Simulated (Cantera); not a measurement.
# N2O furnace oxynitridation

An isothermal, constant-pressure homogeneous reactor starts with 11.7 % N2O, 88.3 % N2, at 1050 K and 1.00 bar.

Detailed kinetics in Cantera: GRI-Mech 3.0 (53 species, 325 reactions). GRI-Mech 3.0 was tuned for natural gas; its chemistry of N2O as a main component is partial and can be far from experiment. The mechanism lacks the step 2 NO + O2 → 2 NO2, which can matter for NO2 below about 1400 K. The temperature is held fixed by assumption; the heat of reaction is taken as removed at once.

```json
[
 {"t (s)": "4.00e-6", "x N2O": "0.117", "x NO": "1.21e-11", "x O2": "1.08e-10", "x N2": "0.883", "x NO2": "<1e-12", "x O": "5.07e-9"},
 {"t (s)": "1.53e-5", "x N2O": "0.117", "x NO": "1.69e-10", "x O2": "1.51e-9", "x N2": "0.883", "x NO2": "<1e-12", "x O": "1.82e-8"},
 {"t (s)": "5.83e-5", "x N2O": "0.117", "x NO": "2.11e-9", "x O2": "1.89e-8", "x N2": "0.883", "x NO2": "<1e-12", "x O": "5.55e-8"},
 {"t (s)": "0.000222", "x N2O": "0.117", "x NO": "1.92e-8", "x O2": "1.72e-7", "x N2": "0.883", "x NO2": "<1e-12", "x O": "1.07e-7"},
 {"t (s)": "0.000848", "x N2O": "0.117", "x NO": "1.04e-7", "x O2": "9.31e-7", "x N2": "0.883", "x NO2": "3.51e-12", "x O": "1.17e-7"},
 {"t (s)": "0.00324", "x N2O": "0.117", "x NO": "4.32e-7", "x O2": "3.86e-6", "x N2": "0.883", "x NO2": "6.02e-11", "x O": "1.17e-7"},
 {"t (s)": "0.0124", "x N2O": "0.117", "x NO": "1.68e-6", "x O2": "1.50e-5", "x N2": "0.883", "x NO2": "9.07e-10", "x O": "1.17e-7"},
 {"t (s)": "0.0471", "x N2O": "0.117", "x NO": "6.44e-6", "x O2": "5.77e-5", "x N2": "0.883", "x NO2": "1.24e-8", "x O": "1.17e-7"},
 {"t (s)": "0.180", "x N2O": "0.116", "x NO": "2.45e-5", "x O2": "0.000220", "x N2": "0.884", "x NO2": "1.42e-7", "x O": "1.16e-7"},
 {"t (s)": "0.687", "x N2O": "0.115", "x NO": "9.19e-5", "x O2": "0.000833", "x N2": "0.884", "x NO2": "1.06e-6", "x O": "1.15e-7"},
 {"t (s)": "2.62", "x N2O": "0.110", "x NO": "0.000336", "x O2": "0.00308", "x N2": "0.887", "x NO2": "4.79e-6", "x O": "1.11e-7"},
 {"t (s)": "10.0", "x N2O": "0.0933", "x NO": "0.00111", "x O2": "0.0105", "x N2": "0.895", "x NO2": "1.66e-5", "x O": "9.81e-8"}
]
```
x: mole fraction; the columns are a selection and need not sum to one.

Equilibrium at this temperature and pressure: N2O 2.56e-9, NO 2.98e-5, O2 0.0551, N2 0.945, NO2 5.88e-7, O 1.58e-10 (gas phase only).
